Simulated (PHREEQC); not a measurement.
# Reverse-osmosis permeate

Synthetic water in mg/L, 25 °C, pH 5.81, pe -1.7: Na 2.28; K 1.71e-05; Ca 0.599; Mg 0.231; Cl 2.52; S(6) as SO4 1.58; Alkalinity as HCO3 2.39; N(-3) as NH4 0.0141; Si as SiO2 0.00165.

Valence states are taken as typed.

Equilibrium calculation in PHREEQC: ion-association model, wateq4f.dat.

No solid was allowed to form.

Task: Estimate the charge-balance error.

Result: charge-balance error 1.9 %.

Task: In which forms is C present?

Result: CO2 77 %, HCO3- 23 % of the C.
